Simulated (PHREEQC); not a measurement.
Model water analysis in mmol/kgw, 25 °C, pH 3.14, pe 8.9: Na 60.1; K 0.0971; Ca 3.6; Mg 7.71; Cl 20.2; S(6) 31.4; Fe(3) 0.0557.

Cl is adjusted to close the charge balance.
Valence states are taken as typed.

Equilibrium calculation in PHREEQC: ion-association model, phreeqc.dat.

Each row changes one thing in this solution. Precipitation was switched off in this run.

| case | ionic strength (mol/kgw) | SO4-2 (mol/kgw) | Mg+2 (mol/kgw) | Ca+2 (mol/kgw) | HSO4- (mol/kgw) | FeOH+2 (mol/kgw) | SI of Jarosite-K (KFe3(SO4)2(OH)6) | SI of Gypsum (CaSO4:2H2O) |
|---|---|---|---|---|---|---|---|---|
| as made | 0.102 | 0.0233 | 0.00428 | 0.00227 | 0.000780 | 7.33e-6 | +0.23 | -0.54 |
| temperature from 25 to 50 °C at the same typed pH | 0.0971 | 0.0217 | 0.00338 | 0.00222 | ? | ? | ? | -0.56 |
| Fe(3) from 0.0557 to 0.111 mmol/kgw | 0.102 | 0.0233 | 0.00428 | 0.00227 | ? | ? | +1.13 | -0.54 |

### Question
Some entries are withheld; supply them.

### Answer

- temperature from 25 to 50 °C at the same typed pH, HSO4- (mol/kgw): 0.00129
- temperature from 25 to 50 °C at the same typed pH, FeOH+2 (mol/kgw): 1.42e-5
- temperature from 25 to 50 °C at the same typed pH, SI of Jarosite-K (KFe3(SO4)2(OH)6): +0.96
- Fe(3) from 0.0557 to 0.111 mmol/kgw, HSO4- (mol/kgw): 0.000779
- Fe(3) from 0.0557 to 0.111 mmol/kgw, FeOH+2 (mol/kgw): 1.46e-5

Some of these states are supersaturated (in Jarosite-K, Hematite (slow to form), for instance). Constants without temperature data keep their 25 °C values here.
